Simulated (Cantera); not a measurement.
Cantera run:

```python
import numpy as np
import cantera as ct

gas_names = """
    C CH CH2 CH3 CH2OH CH3O CH4 CH3OH CO CO2 COOH C2 C2H CHCO,ketyl C2H2,acetylene C2H2,vinylidene
    CH2CO,ketene C2H3,vinyl CH3CO,acetyl C2H4 C2H4O,ethylen CH3CHO,ethanal CH3COOH (HCOOH)2 C2H5 C2H6
    CH3OCH3 C2H5OH C2O C3 C3H3,propargyl C3H4,allene C3H4,propyne C3H4,cyclo- C3H5,allyl C3H6,propylene
    C3H6,cyclo- C3H6O C3H7,n-propyl C3H7,i-propyl C3H8 C3H8O,1propanol C3H8O,2propanol C3O2 C4 C4H2
    C4H4,1,3-cyclo- C4H6,butadiene C4H6,2-butyne C4H6,cyclo- C4H8,1-butene C4H8,cis2-buten
    C4H8,tr2-butene C4H8,isobutene C4H8,cyclo- (CH3COOH)2 C4H9,n-butyl C4H9,i-butyl C4H9,s-butyl
    C4H9,t-butyl C4H10,isobutane C4H10,n-butane C5 C5H6,1,3cyclo- C5H8,cyclo- C5H10,1-pentene
    C5H10,cyclo- C5H11,pentyl C5H11,t-pentyl C5H12,n-pentane C5H12,i-pentane CH3C(CH3)2CH3 C6H2
    C6H5,phenyl C6H5O,phenoxy C6H6 C6H5OH,phenol C6H10,cyclo- C6H12,1-hexene C6H12,cyclo- C6H13,n-hexyl
    C7H7,benzyl C7H8 C7H8O,cresol C7H14,1-heptene C7H15,n-heptyl C7H16,n-heptane C8H8,styrene
    C8H10,ethylbenz C8H16,1-octene C8H17,n-octyl C8H18,isooctane C8H18,n-octane C9H19,n-nonyl
    C10H8,naphthale C10H21,n-decyl C12H9,o-bipheny C12H10,bipheny H HCO HO2 H2 HCHO,formaldehy HCOOH H2O
    H2O2 O OH O2 O3
""".split()
cond_names = """
    C(gr) C6H6(L) C7H8(L) C8H18(L),n-octa H2O(s) H2O(L)
""".split()


def load(file, names, dense=False):
    # The tables refer to 1 bar. Condensed volumes are neglected.
    table = {s.name: s for s in ct.Species.list_from_file(file)}
    out = []
    for n in names:
        d = dict(table[n].input_data)
        d["thermo"] = dict(d["thermo"], **{"reference-pressure": 1e5})
        if dense:
            d["equation-of-state"] = {"model": "constant-volume", "density": "1e6 g/cm^3"}
        out.append(ct.Species.from_dict(d))
    return out


gas = ct.Solution(thermo="ideal-gas", species=load("nasa_gas.yaml", gas_names))
cond = {s.name: ct.Solution(thermo="fixed-stoichiometry", species=[s], name=s.name)
        for s in load("nasa_condensed.yaml", cond_names, dense=True)}
atoms = {
    'C3H8': {'C': 3, 'H': 8},
    'H2O': {'H': 2, 'O': 1},
}
top_T = {'C(gr)': 4500}  # K; cautious upper limits of use, not melting points


def equilibrate(T, P, feed):
    n = {}
    for name, mol in feed.items():
        for a, k in atoms[name].items():
            n[a] = n.get(a, 0.0) + k * mol
    gas.TPX = T, P, n
    mass = sum(n.values()) * gas.mean_molecular_weight
    gas.equilibrate("TP")
    valid = [c for c in cond.values() if c.min_temp <= T <= top_T.get(c.name, c.max_temp)]
    mix = ct.Mixture([(gas, mass / gas.mean_molecular_weight)] + [(c, 0.0) for c in valid])
    mix.T, mix.P = T, P
    mix.equilibrate("TP", solver="vcs", rtol=1e-11, max_steps=5000)
    return mix


results = []
feed = {'C3H8': 1, 'H2O': 0.023}  # mol
P = 133.322  # Pa
for T in [2650, 2700, 2750, 2800, 2850, 2900, 2950, 3000]:
    mix = equilibrate(T, P, feed)
    results.append((T, P, feed, dict(zip(mix.species_names, mix.species_moles))))

top = {s: max(r[3][s] / sum(r[3][g] for g in gas_names) for r in results) for s in gas_names}
cols = sorted((s for s in top if top[s] > 1e-06), key=lambda s: -top[s])[:6]
seen = [c for c in cond_names if any(r[3].get(c, 0) > 1e-12 for r in results)]
print("log10 of partial pressures in bar; condensed amounts in mol")
print(f"{'T/K':>10s}" + "".join(f"{s[:9]:>10s}" for s in cols + seen))
for T, P, feed, n in results:
    ng = sum(n[g] for g in gas_names)
    print(f"{T:10.4g}" + "".join(f"{np.log10(max(n[s] / ng * P / 1e5, 1e-99)):10.3f}" for s in cols)
          + "".join(f"{n.get(c, 0):10.4g}" for c in seen))
```

Output:

```
log10 of partial pressures in bar; condensed amounts in mol
       T/K         H        H2        C3         C        C2 C2H2,acet     C(gr)
      2650    -3.034    -3.410    -5.349    -5.934    -6.372    -5.118     2.815
      2700    -3.001    -3.511    -5.056    -5.674    -6.074    -5.138     2.728
      2750    -2.976    -3.622    -4.773    -5.423    -5.787    -5.173     2.567
      2800    -2.960    -3.745    -4.501    -5.181    -5.511    -5.222     2.262
      2850    -2.954    -3.884    -4.238    -4.948    -5.244    -5.289     1.689
      2900    -2.961    -4.044    -3.985    -4.723    -4.987    -5.380    0.5978
      2950    -2.963    -4.188    -3.908    -4.561    -4.850    -5.570         0
      3000    -2.958    -4.314    -3.928    -4.436    -4.780    -5.801         0
```

These are equilibrium values from Cantera (NASA tables, ideal gas, pure condensed phases), not measurements of a reactor.
